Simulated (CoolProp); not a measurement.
Cyclohexane at 298.15 K and 0.966 MPa is throttled through a valve to 0.643 MPa with no heat exchange. Each further row changes one setting.

Computed with CoolProp (reference Helmholtz-energy equation of state, Zhou 2014).

| case | temperature change (K) | final density (kg/m³) |
|---|---|---|
| as stated | +0.1 | 774 |
| outlet pressure 0.193 MPa | +0.3 | 774 |
| outlet pressure 0.836 MPa | +0.1 | 775 |
